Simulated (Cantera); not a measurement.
Mixture: CO : H2 : O2 : N2 = 1 : 0.05 : 0.438 : 1.65 (molar parts), equivalence ratio 1.2, at 2500000 Pa, adiabatic and at constant volume. Ignition delay is the time to a rise of 400 K.

Computed with Cantera and GRI-Mech 3.0 (53 species, 325 reactions). The hydrogen kinetics of GRI-Mech 3.0 are dated; newer H2 mechanisms differ, most at raised pressure. The pressure lies above the range GRI-Mech 3.0 was tuned for (to about 10 atm). Below about 950 K walls govern HO2 and H2O2 in real vessels.

Predict: delay at 850 K; delay at 1050 K; delay at 1250 K; delay at 1450 K; delay at 1650 K; apparent activation energy between 1450 and 1650 K.


| Quantity | Value |
|---|---|
| delay at 850 K | 0.148 s |
| delay at 1050 K | 0.842 ms |
| delay at 1250 K | 27.5 µs |
| delay at 1450 K | 3.63 µs |
| delay at 1650 K | 1.57 µs |
| apparent activation energy between 1450 and 1650 K | 84 kJ/mol |
